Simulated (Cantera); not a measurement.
A closed system holds: 1 mol Si2Cl6, 0.15 mol Cl2, 360 mol H2, at 45.0 Torr.

These are equilibrium values from Cantera (NASA tables, ideal gas, pure condensed phases), not measurements of a reactor. Candidate condensed phases: Si; 19 gas species. The feed counts by its element totals alone. Gases not in the tables: Si2H6 and higher silanes. The numbers say what is thermodynamically allowed, not how fast it happens.

**Question.** What share of the Si ends up in condensed phases as a function of T (K), at 973, 1073, 1173, 1273, 1373, 1473, 1573, 1673, 1773?

**Answer.** 
| T (K) | Si condensed (%) | as |
|---|---|---|
| 973 | 44.2 | Si(s) |
| 1073 | 69.4 | Si(s) |
| 1173 | 83.7 | Si(s) |
| 1273 | 86.4 | Si(s) |
| 1373 | 86.2 | Si(s) |
| 1473 | 85.4 | Si(s) |
| 1573 | 84.5 | Si(s) |
| 1673 | 83.4 | Si(s) |
| 1773 | 83.8 | Si(l) |
